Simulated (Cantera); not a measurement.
Feed: 1 mol SiH4, 0.22 mol C2H4, 200 mol H2, at 3.38 Torr.

Equilibrium computed with Cantera from the NASA thermochemical tables; the gas is ideal and each condensed phase is pure. Candidate condensed phases: C, C6H6, C7H8, C8H18, Si, SiC; 87 gas species. Mutual solubility and eutectic melting of coexisting phases are not modelled. Gases not in the tables: Si2H6 and higher silanes. Rates play no part.

Question: Which condensed phases are stable at each of these points (T (°C)): 1425, 1500, 1575, 1650, 1725, 1800, 1875, 1950, 2025, 2100, 2175, 2250, 2325, 2400?

Answer: 
```csv
T (°C),condensed phases,Si condensed (%)
1425,Si(l) + SiC(s),96.4
1500,Si(l) + SiC(s),88.8
1575,Si(l) + SiC(s),67.6
1650,SiC(s),42.9
1725,SiC(s),41.2
1800,SiC(s),27.1
1875,gas only,0.0
1950,gas only,0.0
2025,gas only,0.0
2100,gas only,0.0
2175,gas only,0.0
2250,gas only,0.0
2325,gas only,0.0
2400,gas only,0.0
```

From 1425 °C to 1575 °C the condensed part is Si(l) + SiC(s). From 1650 °C to 1800 °C the condensed part is SiC(s). From 1875 °C to 2400 °C nothing is condensed.
